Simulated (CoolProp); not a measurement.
R114 at several states: Z from the reference equation and from simpler models built on Tc = 420.6 K, pc = 3352 kPa, ω = 0.252; each cubic takes its own stable root.

The numbers come from the reference Helmholtz-energy equation of state, Platzer 1990 in CoolProp. This equation is an older, rougher fit; its heat capacities, sound speeds and derivatives of the liquid may be far off and weren't checked against measurements.

```csv
T (K),p (kPa),phase,reference
400.9,2450,liquid,0.1262
371.3,1470,liquid,0.06888
491.3,4130,supercritical,0.7199
377.8,3310,liquid,0.1525
422,104,gas,0.9896
496.7,18,gas,0.9990
```

### Question
How far does each simpler model (Redlich-Kwong, Soave-Redlich-Kwong, Peng-Robinson) lie from the reference over these 6 states: mean and median of the absolute difference, and the worst?

### Answer
- Redlich-Kwong: mean 224.5 %, median 8.0 %, worst +963.0 % at 371.3 K and 1470 kPa
- Soave-Redlich-Kwong: mean 6.2 %, median 5.5 %, worst +16.3 % at 400.9 K and 2450 kPa
- Peng-Robinson: mean 2.0 %, median 2.4 %, worst -4.0 % at 377.8 K and 3310 kPa

At some of these states Redlich-Kwong gives the other phase, because its saturation line lies elsewhere.
